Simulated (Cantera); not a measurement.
Cantera run, input and output.

```python
import numpy as np
import cantera as ct

gas = ct.Solution("gri30.yaml")
gas.TPX = 675, 1100000, {'CH4': 1, 'O2': 3.39, 'N2': 8.81}
inlet = ct.Reservoir(gas, clone=True)
gas.equilibrate("HP")  # start burning
reactor = ct.IdealGasConstPressureReactor(gas, energy="on", clone=False)
exhaust = ct.Reservoir(gas, clone=True)
tau = [0.052, 0.03, 0.017, 0.0097, 0.0056, 0.0032, 0.0018, 0.001, 0.00059, 0.00034, 0.00019, 0.00011, 6.2e-05][0]
for a, b in ((inlet, reactor), (reactor, exhaust)):
    ct.MassFlowController(a, b, mdot=lambda t: reactor.mass / tau)
net = ct.ReactorNet([reactor])
show = ['CH4', 'O2', 'HO2', 'CH2CO', 'H2', 'N2O']

rows = []
print(f"{'tau/s':>10s}{'T/K':>9s}" + "".join(f"{s:>11s}" for s in show))
for tau in [0.052, 0.03, 0.017, 0.0097, 0.0056, 0.0032, 0.0018, 0.001, 0.00059, 0.00034, 0.00019, 0.00011, 6.2e-05]:
    net.initial_time = 0.0
    net.advance(30 * tau)
    before = gas.X
    net.advance(40 * tau)
    drift = np.max(np.abs(gas.X - before) / (gas.X + 1e-9))
    rows.append([gas.T, *gas[show].X, drift])
    print(f"{tau:10.3e}{gas.T:9.1f}" + "".join(f"{x:11.3e}" for x in gas[show].X))
```

It prints:

```
     tau/s      T/K        CH4         O2        HO2      CH2CO         H2        N2O
 5.200e-02   2237.0  6.554e-07  1.024e-01  8.698e-06  1.951e-11  2.054e-04  1.486e-06
 3.000e-02   2239.1  1.119e-06  1.030e-01  8.819e-06  3.621e-11  2.092e-04  1.495e-06
 1.700e-02   2240.9  1.943e-06  1.035e-01  8.947e-06  7.148e-11  2.140e-04  1.504e-06
 9.700e-03   2242.0  3.352e-06  1.039e-01  9.080e-06  1.480e-10  2.203e-04  1.517e-06
 5.600e-03   2242.3  5.705e-06  1.042e-01  9.237e-06  3.213e-10  2.294e-04  1.539e-06
 3.200e-03   2241.8  9.750e-06  1.044e-01  9.465e-06  7.527e-10  2.441e-04  1.577e-06
 1.800e-03   2240.0  1.672e-05  1.045e-01  9.841e-06  1.894e-09  2.692e-04  1.643e-06
 1.000e-03   2236.6  2.848e-05  1.047e-01  1.050e-05  4.960e-09  3.121e-04  1.754e-06
 5.900e-04   2231.4  4.498e-05  1.050e-01  1.151e-05  1.166e-08  3.736e-04  1.900e-06
 3.400e-04   2223.3  7.084e-05  1.053e-01  1.327e-05  2.759e-08  4.719e-04  2.101e-06
 1.900e-04   2210.4  1.121e-04  1.058e-01  1.639e-05  6.561e-08  6.280e-04  2.336e-06
 1.100e-04   2193.0  1.709e-04  1.066e-01  2.124e-05  1.429e-07  8.398e-04  2.521e-06
 6.200e-05   2167.2  2.680e-04  1.078e-01  2.958e-05  3.183e-07  1.150e-03  2.598e-06
```

Model: GRI-Mech 3.0 (53 species, 325 reactions), integrated in Cantera.
